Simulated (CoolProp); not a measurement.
Saturation properties of C2F6 (R116).

Values from CoolProp's reference Helmholtz-energy equation of state, Lemmon 2006. It is a short technical equation, of lower accuracy than the large ones.

```
T (°C)  p (kPa)  liquid density (kg/m³)  liquid viscosity (µPa s)  liquid conductivity (mW/(m K))
------  -------  ----------------------  ------------------------  ------------------------------
-77.65    103.8                       …                       419                            75.9
-68.45    165.4                    1561                       356                            72.3
-59.35    251.0                    1518                       304                            68.7
-50.25    366.6                    1473                       261                            65.1
-41.15        …                    1425                       225                            61.5
-32.05    712.5                    1373                       193                            57.9
-22.95    956.1                    1316                       165                            54.2
-13.75     1261                    1251                       139                            50.4
-4.65      1628                       …                       116                            46.4
```

Fill in the missing entries.


- -77.65, liquid density (kg/m³): 1603
- -41.15, p (kPa): 518.2
- -4.65, liquid density (kg/m³): 1178

It boils at -78.1 °C under 1 atm.

Viscosity comes from a separate model (Huber 2003), an estimate that may be off by 10 % or more. Thermal conductivity comes from a separate model (Huber 2003), an estimate that may be off by 10 % or more.
